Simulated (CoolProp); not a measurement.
c-C4F8 (RC318) along the isobar 2.36 MPa: fugacity coefficient from the reference equation and from simpler models built on Tc = 388.4 K, pc = 2.778 MPa, ω = 0.355; each cubic takes its own stable root.

Values from CoolProp's reference Helmholtz-energy equation of state, Platzer 1990. This equation is an older, rougher fit; its heat capacities, sound speeds and derivatives of the liquid may be far off and weren't checked against measurements.

```
T (K)   phase  reference  van der Waals  Redlich-Kwong  Soave-Redlich-Kwong  Peng-Robinson
-----  ------  ---------  -------------  -------------  -------------------  -------------
276.8  liquid    0.06714         0.2581         0.1238              0.06768        0.06629
286.8  liquid    0.09464         0.2989         0.1604                    …        0.09314
296.8  liquid     0.1292         0.3422         0.2027               0.1305         0.1269
306.7  liquid     0.1709         0.3874         0.2501               0.1728         0.1677
316.7  liquid     0.2210         0.4349         0.3032               0.2237         0.2167
326.6  liquid          …         0.4835         0.3604               0.2821         0.2729
336.6  liquid     0.3442              …         0.4223               0.3488              …
346.5  liquid     0.4164         0.5840         0.4866               0.4218         0.4076
```

Task: Fill in the missing entries.

Result: 
- 286.8, Soave-Redlich-Kwong: 0.09547
- 326.6, reference: 0.2784
- 336.6, van der Waals: 0.5337
- 336.6, Peng-Robinson: 0.3372
